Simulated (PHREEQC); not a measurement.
Nickel, zinc or cadmium bath: an equilibrium model

A solution holds 0.23 mol ZnSO4, 0.0011 mol Na2SO4 and 0.0012 mol HCl per kg of water, at 50 °C. Closed to the air; pH follows from the charge balance.

Computed with PHREEQC (ion-association model, phreeqc.dat).

- pH: 3.61
- ionic strength: 0.435 mol/kgw
- density: 1.024 g/cm³
- total alkalinity: -1.20 meq/kg

```
species     molality  activity   log γ
----------  --------  --------  ------
Zn+2           0.108    0.0230  -0.672
ZnSO4         0.0861    0.0952   0.043
SO4-2         0.0725    0.0148  -0.690
Zn(SO4)2-2    0.0357   0.00959  -0.571
Na+          0.00202   0.00143  -0.150
Cl-          0.00103  0.000664  -0.189
HSO4-       0.000881  0.000635  -0.143
H+          0.000319  0.000243  -0.119
NaSO4-      0.000178  0.000123  -0.161
ZnCl+       0.000175  0.000113  -0.188
ZnOH+        8.23e-7   5.93e-7  -0.143
ZnCl2        7.82e-8   8.65e-8   0.043
ZnOHCl       1.87e-9   2.06e-9   0.043
```

This is a speciation only: nothing precipitates in the calculation. Constants without temperature data keep their 25 °C values here.
